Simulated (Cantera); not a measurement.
**Ignition delay**

Mixture: CH₄ : H₂ : O₂ : N₂ = 1 : 0.055 : 1.84 : 12 (molar parts), at 390000 Pa, adiabatic and at constant pressure. Ignition delay is the time to a rise of 400 K.

Computed with Cantera and GRI-Mech 3.0 (53 species, 325 reactions).

| T0 (K) | delay (ms) |
|---|---|
| 1250 | 7.22 |
| 1350 | 2.52 |
| 1450 | 0.906 |
| 1550 | 0.345 |
| 1650 | 0.143 |
| 1750 | 0.0661 |
| 1850 | 0.0339 |

| Property | Result |
|---|---|
| apparent activation energy between 1650 and 1850 K | 180 kJ/mol |
